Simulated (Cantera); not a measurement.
Input: 1 mol Fe, 0.011 mol HCl, equilibrated at 101000 Pa.

Equilibrium computed with Cantera from the NASA thermochemical tables; the gas is ideal and each condensed phase is pure. Candidate condensed phases: Fe, FeCl₂, FeCl₃; 11 gas species. Mutual solubility and eutectic melting of coexisting phases are not modelled. The numbers say what is thermodynamically allowed, not how fast it happens.

Task: Which condensed phases are stable at each of these points (T (°C)): 700, 750, 800, 850, 900, 950, 1000, 1050, 1100, 1150, 1200, 1250, 1300?

Result: 
| T (°C) | condensed phases | Fe condensed (%) |
|---|---|---|
| 700 | Fe(α) + FeCl₂(l) | 100.0 |
| 750 | Fe(α) + FeCl₂(l) | 100.0 |
| 800 | Fe(α) + FeCl₂(l) | 99.9 |
| 850 | Fe(α) + FeCl₂(l) | 99.8 |
| 900 | Fe(α) | 99.7 |
| 950 | Fe(γ) | 99.7 |
| 1000 | Fe(γ) | 99.7 |
| 1050 | Fe(γ) | 99.7 |
| 1100 | Fe(γ) | 99.7 |
| 1150 | Fe(γ) | 99.7 |
| 1200 | Fe(γ) | 99.7 |
| 1250 | Fe(γ) | 99.6 |
| 1300 | Fe(γ) | 99.6 |

From 700 °C to 850 °C the condensed part is Fe(α) + FeCl₂(l). At 900 °C the condensed part is Fe(α). From 950 °C to 1300 °C the condensed part is Fe(γ).
